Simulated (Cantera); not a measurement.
## Equilibrium for carbothermic reduction: Fe₃O₄ + CO

Charge: 1 mol Fe₃O₄, 2.3 mol CO, held at 34.5 Torr.

Method: chemical equilibrium by Gibbs-energy minimisation in Cantera with the NASA 1993 tables (ideal gas, pure condensed phases). Candidate condensed phases: C, Fe, Fe(CO)₅, FeO, Fe₂O₃, Fe₃O₄; 15 gas species. The tables' stoichiometric FeO is somewhat more stable than real wüstite, so its field is too wide. FeO: taken at fixed stoichiometry. The numbers say what is thermodynamically allowed, not how fast it happens.

From 1350 K to 1600 K the condensed part is FeO(s). From 1650 K to 1950 K the condensed part is FeO(l). The main Fe-bearing gas is Fe throughout.

```csv
T (K),x CO,x CO₂,x Fe,x FeO,x O₂,x O,n FeO(s),n FeO(l)
1350,0.565,0.435,2.18e-8,6.40e-11,2.07e-12,2.83e-12,3.00,0
1400,0.565,0.435,7.48e-8,3.14e-10,1.24e-11,1.55e-11,3.00,0
1450,0.565,0.435,2.36e-7,1.38e-9,6.53e-11,7.57e-11,3.00,0
1500,0.565,0.435,6.86e-7,5.44e-9,3.08e-10,3.32e-10,3.00,0
1550,0.565,0.435,1.86e-6,1.96e-8,1.31e-9,1.32e-9,3.00,0
1600,0.565,0.435,4.72e-6,6.51e-8,5.11e-9,4.83e-9,3.00,0
1650,0.565,0.435,1.13e-5,2.00e-7,1.83e-8,1.63e-8,0,3.00
1700,0.565,0.435,2.44e-5,5.46e-7,6.07e-8,5.13e-8,0,3.00
1750,0.565,0.435,5.03e-5,1.40e-6,1.88e-7,1.51e-7,0,3.00
1800,0.565,0.435,9.92e-5,3.41e-6,5.45e-7,4.19e-7,0,3.00
1850,0.565,0.435,0.000188,7.87e-6,1.49e-6,1.10e-6,0,3.00
1900,0.565,0.435,0.000345,1.73e-5,3.88e-6,2.74e-6,0,3.00
1950,0.564,0.435,0.000612,3.66e-5,9.59e-6,6.52e-6,0,3.00
```
x: gas mole fraction; n: condensed amount in mol.
